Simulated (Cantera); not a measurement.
## Equilibrium for fluorocarbon and chlorocarbon gases: CHF3 + Si + H2

Charge: 1 mol CHF3, 0.095 mol Si, a varied amount of H2, equilibrated at 1323 K and 13.3 mbar.

Equilibrium computed with Cantera from the NASA thermochemical tables; the gas is ideal and each condensed phase is pure. Candidate condensed phases: C, C6H6, C7H8, C8H18, Si, SiC; 113 gas species. Gases not in the tables: C2F6 and larger saturated fluorocarbons. Rates play no part.

| n(H2) (mol) | x HF | x H2 | x CF4 | x SiF4 | n C(graphite) |
|---|---|---|---|---|---|
| 0.087 | 0.720 | 3.05e-9 | 0.222 | 0.0583 | 0.638 |
| 0.18 | 0.768 | 3.88e-9 | 0.178 | 0.0537 | 0.685 |
| 0.39 | 0.854 | 6.36e-9 | 0.101 | 0.0456 | 0.790 |
| 0.81 | 0.965 | 2.38e-6 | 1.17e-6 | 0.0350 | 1.000 |
| 1.7 | 0.727 | 0.247 | <1e-12 | 0.0263 | 1.000 |
| 3.6 | 0.476 | 0.507 | <1e-12 | 0.0173 | 1.000 |
| 7.6 | 0.276 | 0.714 | <1e-12 | 0.00999 | 1.000 |
x: gas mole fraction; n: condensed amount in mol.

From 0.087 mol H2 to 7.6 mol H2 the condensed part is C(graphite). The main Si-bearing gas is SiF4 throughout.
